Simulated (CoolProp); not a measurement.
Vapour-liquid equilibrium of hydrogen sulfide (1) + n-pentane (2) at 2.95 °C; x and y are mole fractions of (1).

Model: multi-fluid Helmholtz-energy mixture model, Lemmon 2006 and Thol 2019; pair parameters Kunz 2012, in CoolProp.

```csv
x,"bubble pressure, mixture model (kPa)","bubble pressure, Raoult's law (kPa)","y, mixture model","y, Raoult's law"
0.05,98.37,82.76,0.723,0.679
0.125,221.1,165.0,0.882,0.852
0.2,349.1,247.3,0.929,0.910
0.275,467.9,329.5,0.949,0.939
0.35,569.4,411.8,0.960,0.956
0.425,651.5,494.1,0.967,0.968
0.5,717.0,576.3,0.972,0.976
0.575,771.2,658.6,0.975,0.982
0.65,820.4,740.8,0.978,0.987
0.725,870.2,823.1,0.981,0.991
0.8,925.7,905.3,0.985,0.994
0.875,990.6,987.6,0.990,0.996
0.95,1067,1070,0.996,0.999
```

The largest gap from Raoult's law is +42.0 % in bubble pressure, at x = 0.275. No azeotrope shows between x = 0.05 and 0.95.

The pair parameters rest on a limited set of measurements; away from them the model extrapolates.
